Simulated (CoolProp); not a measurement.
The fluid at 298.15 K and 2.06 MPa flows at 3.6 m/s in a round tube of 10 mm bore and 45 µm roughness, fully developed (64/Re and Nu = 3.66 if laminar; Colebrook and Gnielinski if turbulent). The same conditions are run with several fluids, on thermodynamics alone (safety and materials aside).

Model: reference Helmholtz-energy equation of state of each fluid (dry air: Lemmon 2000; CF4 (R14): Platzer 1990; nitrogen: Span 2000; ethane: Bücker 2006; C2F6 (R116): Lemmon 2006), in CoolProp. The equations of Platzer and Polt are older, rougher fits. Blends and air are pseudo-pure fits.

```csv
fluid,Reynolds number,Darcy friction factor,pressure drop (Pa/m),heat-transfer coefficient (W/(m² K)),mass flow (kg/h)
dry air,46500,0.0315,494,412,24.6
CF4 (R14),154000,0.0301,1540,884,80.5
nitrogen,46500,0.0315,476,409,…
ethane,…,0.0304,596,929,30.9
C2F6 (R116),…,…,…,2170,158
```

Q: Fill in the missing entries.

A: 
- nitrogen, mass flow (kg/h): 23.8
- ethane, Reynolds number: 109000
- C2F6 (R116), Reynolds number: 364000
- C2F6 (R116), Darcy friction factor: 0.0297
- C2F6 (R116), pressure drop (Pa/m): 2990

Transport values come from each fluid's own correlations; those of CF4 (R14), C2F6 (R116) are estimates that may be off by 10 % or more.
